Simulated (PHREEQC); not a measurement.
A PHREEQC input (ion-association model, phreeqc.dat):

```
SOLUTION 1
  temp 25
  units mg/L
  pH 6.65
  pe 11.6
  Na 1970
  K 117
  Ca 8.97
  Mg 243
  Cl 3670
  S(6) 180 as S
  Alkalinity 141 as HCO3
  Pb 34
END
USE solution 1
EQUILIBRIUM_PHASES 1
  Quartz 0 0.5
  CO2(g) -2 10
END
```

The run finishes without an error or a warning.

Its last state differs from that of the intended input:

```
quantity                   as run  intended
-----------------------  --------  --------
SO4-2 (mol/kgw)           0.00394   0.00129
MgSO4 (mol/kgw)           0.00107  0.000384
NaSO4- (mol/kgw)         0.000585  0.000194
KSO4- (mol/kgw)           2.77e-5   9.21e-6
CaSO4 (mol/kgw)           1.79e-5   6.29e-6
SI of Anglesite (PbSO4)     -0.20     -0.67
```

One thing in the input isn't as intended. What explains the difference?

One answer among several that fit: The fault: sulfate typed 'as S' though the number is for SO4. The line should read `as SO4` where the input has `as S`.
